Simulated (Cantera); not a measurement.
Cantera run, input and output.

```python
import numpy as np
import cantera as ct

gas = ct.Solution("gri30.yaml")
gas.TPX = 1975, 13332, {'NO': 1, 'N2': 0.87}
inlet = ct.Reservoir(gas, clone=True)

reactor = ct.IdealGasConstPressureReactor(gas, energy="off", clone=False)
exhaust = ct.Reservoir(gas, clone=True)
tau = [0.31, 0.14, 0.061, 0.028, 0.012, 0.0055, 0.0025, 0.0011][0]
for a, b in ((inlet, reactor), (reactor, exhaust)):
    ct.MassFlowController(a, b, mdot=lambda t: reactor.mass / tau)
net = ct.ReactorNet([reactor])
show = ['NO', 'O', 'N2O', 'NO2', 'O2']

rows = []
print(f"{'tau/s':>10s}{'T/K':>9s}" + "".join(f"{s:>11s}" for s in show))
for tau in [0.31, 0.14, 0.061, 0.028, 0.012, 0.0055, 0.0025, 0.0011]:
    net.initial_time = 0.0
    net.advance(30 * tau)
    before = gas.X
    net.advance(40 * tau)
    drift = np.max(np.abs(gas.X - before) / (gas.X + 1e-9))
    rows.append([gas.T, *gas[show].X, drift])
    print(f"{tau:10.3e}{gas.T:9.1f}" + "".join(f"{x:11.3e}" for x in gas[show].X))
```

It prints:

```
     tau/s      T/K         NO          O        N2O        NO2         O2
 3.100e-01   1975.0  5.016e-01  2.537e-04  1.027e-04  1.030e-04  1.631e-02
 1.400e-01   1975.0  5.200e-01  2.063e-04  1.113e-04  8.272e-05  7.146e-03
 6.100e-02   1975.0  5.284e-01  1.777e-04  1.130e-04  6.974e-05  2.957e-03
 2.800e-02   1975.0  5.319e-01  1.592e-04  1.087e-04  6.167e-05  1.248e-03
 1.200e-02   1975.0  5.335e-01  1.379e-04  9.655e-05  5.304e-05  4.437e-04
 5.500e-03   1975.0  5.342e-01  1.095e-04  7.750e-05  4.174e-05  1.423e-04
 2.500e-03   1975.0  5.345e-01  7.128e-05  5.356e-05  2.604e-05  3.299e-05
 1.100e-03   1975.0  5.347e-01  3.573e-05  3.091e-05  1.116e-05  5.293e-06
```

Model: GRI-Mech 3.0 (53 species, 325 reactions), integrated in Cantera.
